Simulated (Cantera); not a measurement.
Mixture: CH₄ : O₂ : N₂ = 1 : 3.17 : 11.9 (molar parts), at 1.00 atm, adiabatic and at constant pressure. Ignition delay is the time to a rise of 400 K.

Cantera simulation using GRI-Mech 3.0 (53 species, 325 reactions); the numbers are that mechanism's predictions, not measurements.

Problem. What does this change do: pressure from 1.00 atm to 3.16 atm?

Solution. 
```tsv
quantity	before	after
delay at 1000 K	0.863 s	0.246 s
delay at 1075 K	0.241 s	73.5 ms
delay at 1150 K	74.1 ms	24.6 ms
delay at 1225 K	24.9 ms	8.94 ms
delay at 1300 K	9.16 ms	3.50 ms
delay at 1375 K	3.67 ms	1.47 ms
apparent activation energy between 1225 and 1375 K	180 kJ/mol	170 kJ/mol
```
